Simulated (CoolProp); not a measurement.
Properties of nitrogen along the isotherm -144.65 °C.

Model: reference Helmholtz-energy equation of state, Span 2000, in CoolProp.

| p (MPa) | phase | cv (kJ/(kg K)) | viscosity (µPa s) | conductivity (mW/(m K)) |
|---|---|---|---|---|
| 0.566 | gas | 0.7634 | 8.98 | 12.5 |
| 1.13 | gas | 0.7890 | 9.27 | 13.3 |
| 1.7 | gas | 0.8214 | 9.64 | 14.5 |
| 2.26 | gas | 0.8639 | 10.1 | 16.2 |
| 2.83 | gas | 0.9296 | 10.9 | 19.2 |
| 3.4 | supercritical | 1.063 | 12.5 | 26.8 |
| 3.96 | supercritical | 1.123 | 24.5 | 51.2 |
| 4.53 | supercritical | 1.004 | 30.9 | 53.1 |
| 5.09 | supercritical | 0.9711 | 34.2 | 56.0 |
| 5.66 | supercritical | 0.9539 | 36.7 | 58.5 |
| 6.23 | supercritical | 0.9436 | 38.8 | 60.8 |
| 6.79 | supercritical | 0.9371 | 40.6 | 62.8 |
| 7.36 | supercritical | 0.9326 | 42.2 | 64.7 |
| 7.92 | supercritical | 0.9296 | 43.6 | 66.4 |
| 8.49 | supercritical | 0.9276 | 44.9 | 68.0 |

Viscosity comes from a separate model (Lemmon 2004). Thermal conductivity comes from a separate model (Lemmon 2004).
